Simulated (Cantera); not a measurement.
Cantera run:

```python
import numpy as np
import cantera as ct

gas_names = """
    H HO2 H2 H2O H2O2 O OH O2 O3 Si SiH SiH2 SiH3 SiH4 SiO SiO2 Si2 Si3
""".split()
cond_names = """
    H2O(s) H2O(L) Si(cr) Si(L) SiO2(Lqz) SiO2(hqz) SiO2(L)
""".split()


# ... load() reads the species with a 1 bar reference pressure and builds the phases ...
atoms = {
    'Si': {'Si': 1},
    'O2': {'O': 2},
    'H2': {'H': 2},
}
top_T = {}  # K; cautious upper limits of use, not melting points


# ... equilibrate(T, P, feed) seeds the gas with the atoms and calls Mixture.equilibrate('TP', solver="vcs", rtol=1e-11, max_steps=5000) ...
results = []
feed = {'Si': 1, 'O2': 0.026, 'H2': 1.6}  # mol
P = 100000  # Pa
for T in [950, 1150, 1350, 1550, 1750, 1950, 2150]:
    mix = equilibrate(T, P, feed)
    results.append((T, P, feed, dict(zip(mix.species_names, mix.species_moles))))

top = {s: max(r[3][s] / sum(r[3][g] for g in gas_names) for r in results) for s in gas_names}
cols = sorted((s for s in top if top[s] > 1e-06), key=lambda s: -top[s])[:6]
seen = [c for c in cond_names if any(r[3].get(c, 0) > 1e-12 for r in results)]
print("log10 of partial pressures in bar; condensed amounts in mol")
print(f"{'T/K':>10s}" + "".join(f"{s[:9]:>10s}" for s in cols + seen))
for T, P, feed, n in results:
    ng = sum(n[g] for g in gas_names)
    print(f"{T:10.4g}" + "".join(f"{np.log10(max(n[s] / ng * P / 1e5, 1e-99)):10.3f}" for s in cols)
          + "".join(f"{n.get(c, 0):10.4g}" for c in seen))
```

It prints:

```
log10 of partial pressures in bar; condensed amounts in mol
       T/K        H2       SiO         H      SiH2        Si       SiH    Si(cr)     Si(L) SiO2(hqz)   SiO2(L)
       950    -0.000   -10.239    -9.255   -10.692   -16.983   -14.931     0.974         0     0.026         0
      1150    -0.000    -6.924    -7.127    -8.382   -12.703   -11.382     0.974         0     0.026         0
      1350    -0.000    -4.608    -5.623    -6.757    -9.700    -8.896     0.974         0   0.02598         0
      1550    -0.001    -2.903    -4.502    -5.555    -7.479    -7.059     0.973         0   0.02499         0
      1750    -0.010    -1.630    -3.639    -4.692    -5.824    -5.707         0    0.9548         0  0.006773
      1950    -0.014    -1.503    -2.948    -4.115    -4.623    -4.747         0    0.9478         0         0
      2150    -0.016    -1.503    -2.383    -3.646    -3.649    -3.968         0    0.9471         0         0
```

These are equilibrium values from Cantera (NASA tables, ideal gas, pure condensed phases), not measurements of a reactor. Each liquid is taken as pure. Mutual solubility and eutectic melting of coexisting phases are not modelled. The tables hold silica as quartz up to 1696 K and as liquid above; real silica turns to tridymite and cristobalite and melts near 1996 K. Gases not in the tables: Si2H6 and higher silanes.
